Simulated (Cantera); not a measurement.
# Low-pressure radical oxidation in H2/O2

An isothermal, constant-pressure homogeneous reactor starts with H2 : O2 : N2 = 0.013 : 1 : 0.16 (molar parts), equivalence ratio 0.0065, at 1000 K and 0.00740 atm.

Computed with Cantera and GRI-Mech 3.0 (53 species, 325 reactions). Radical loss at walls, strong at low pressure, is not modelled.

```csv
t (s),x H2,x O2,x OH,x N2O,x H
1.00e-6,0.0111,0.853,<1e-12,<1e-12,<1e-12
3.80e-6,0.0111,0.853,<1e-12,<1e-12,<1e-12
1.44e-5,0.0111,0.853,<1e-12,<1e-12,<1e-12
5.48e-5,0.0111,0.853,<1e-12,<1e-12,2.56e-12
0.000208,0.0111,0.853,3.08e-12,<1e-12,7.72e-12
0.000790,0.0111,0.853,2.51e-11,<1e-12,1.93e-11
0.00300,0.0111,0.853,2.11e-10,<1e-12,9.16e-11
0.0114,0.0111,0.853,2.83e-8,<1e-12,1.11e-8
0.0433,0.000928,0.845,0.000888,6.36e-11,0.00164
0.164,3.93e-5,0.848,0.000292,6.33e-10,0.000351
0.624,8.75e-6,0.851,0.000137,1.11e-9,3.77e-5
2.37,9.00e-7,0.852,4.53e-5,1.33e-9,1.35e-6
9.00,7.75e-8,0.852,1.38e-5,1.40e-9,3.79e-8
```
x: mole fraction; the columns are a selection and need not sum to one.

Equilibrium at this temperature and pressure: H2 1.23e-11, O2 0.852, OH 1.86e-7, N2O 7.85e-11, H <1e-12 (gas phase only).
